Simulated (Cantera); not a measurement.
What does this Cantera script print?

```python
import numpy as np
import cantera as ct

gas_names = """
    H HO2 H2 H2O H2O2 O OH O2 O3 Si SiH SiH2 SiH3 SiH4 SiO SiO2 Si2 Si3
""".split()
cond_names = """
    H2O(s) H2O(L) Si(cr) Si(L) SiO2(Lqz) SiO2(hqz) SiO2(L)
""".split()


def load(file, names, dense=False):
    # The tables refer to 1 bar. Condensed volumes are neglected.
    table = {s.name: s for s in ct.Species.list_from_file(file)}
    out = []
    for n in names:
        d = dict(table[n].input_data)
        d["thermo"] = dict(d["thermo"], **{"reference-pressure": 1e5})
        if dense:
            d["equation-of-state"] = {"model": "constant-volume", "density": "1e6 g/cm^3"}
        out.append(ct.Species.from_dict(d))
    return out


gas = ct.Solution(thermo="ideal-gas", species=load("nasa_gas.yaml", gas_names))
cond = {s.name: ct.Solution(thermo="fixed-stoichiometry", species=[s], name=s.name)
        for s in load("nasa_condensed.yaml", cond_names, dense=True)}
atoms = {
    'Si': {'Si': 1},
    'H2O': {'H': 2, 'O': 1},
    'O2': {'O': 2},
}
top_T = {}  # K; cautious upper limits of use, not melting points


def equilibrate(T, P, feed):
    n = {}
    for name, mol in feed.items():
        for a, k in atoms[name].items():
            n[a] = n.get(a, 0.0) + k * mol
    gas.TPX = T, P, n
    mass = sum(n.values()) * gas.mean_molecular_weight
    gas.equilibrate("TP")
    valid = [c for c in cond.values() if c.min_temp <= T <= top_T.get(c.name, c.max_temp)]
    mix = ct.Mixture([(gas, mass / gas.mean_molecular_weight)] + [(c, 0.0) for c in valid])
    mix.T, mix.P = T, P
    mix.equilibrate("TP", solver="vcs", rtol=1e-11, max_steps=5000)
    return mix


results = []
feed = {'Si': 1, 'H2O': 0.08, 'O2': 0.03}  # mol
P = 100000  # Pa
for T in [750, 800, 850, 900, 950, 1000, 1050, 1100, 1150, 1200, 1250, 1300, 1350, 1400]:
    mix = equilibrate(T, P, feed)
    results.append((T, P, feed, dict(zip(mix.species_names, mix.species_moles))))

top = {s: max(r[3][s] / sum(r[3][g] for g in gas_names) for r in results) for s in gas_names}
cols = sorted((s for s in top if top[s] > 1e-06), key=lambda s: -top[s])[:8]
seen = [c for c in cond_names if any(r[3].get(c, 0) > 1e-12 for r in results)]
print("log10 of partial pressures in bar; condensed amounts in mol")
print(f"{'T/K':>10s}" + "".join(f"{s[:9]:>10s}" for s in cols + seen))
for T, P, feed, n in results:
    ng = sum(n[g] for g in gas_names)
    print(f"{T:10.4g}" + "".join(f"{np.log10(max(n[s] / ng * P / 1e5, 1e-99)):10.3f}" for s in cols)
          + "".join(f"{n.get(c, 0):10.4g}" for c in seen))
```

Output:

```
log10 of partial pressures in bar; condensed amounts in mol
       T/K        H2       SiO         H       H2O    Si(cr) SiO2(Lqz) SiO2(hqz)
       750    -0.000   -15.362   -12.500   -12.607      0.93      0.07         0
       800    -0.000   -13.836   -11.538   -11.702      0.93      0.07         0
       850    -0.000   -12.493   -10.688   -10.907      0.93         0      0.07
       900    -0.000   -11.302    -9.932   -10.203      0.93         0      0.07
       950    -0.000   -10.239    -9.255    -9.575      0.93         0      0.07
      1000    -0.000    -9.283    -8.644    -9.011      0.93         0      0.07
      1050    -0.000    -8.421    -8.091    -8.503      0.93         0      0.07
      1100    -0.000    -7.637    -7.587    -8.041      0.93         0      0.07
      1150    -0.000    -6.924    -7.127    -7.621      0.93         0      0.07
      1200    -0.000    -6.271    -6.705    -7.236      0.93         0      0.07
      1250    -0.000    -5.671    -6.316    -6.884      0.93         0      0.07
      1300    -0.000    -5.118    -5.956    -6.558      0.93         0      0.07
      1350    -0.000    -4.608    -5.623    -6.258      0.93         0      0.07
      1400    -0.000    -4.135    -5.313    -5.980      0.93         0      0.07
```

Cantera equilibrium calculation (NASA polynomials, part measured and part estimated; ideal gas, pure solids and liquids). Mutual solubility and eutectic melting of coexisting phases are not modelled. The tables hold silica as quartz up to 1696 K and as liquid above; real silica turns to tridymite and cristobalite and melts near 1996 K.
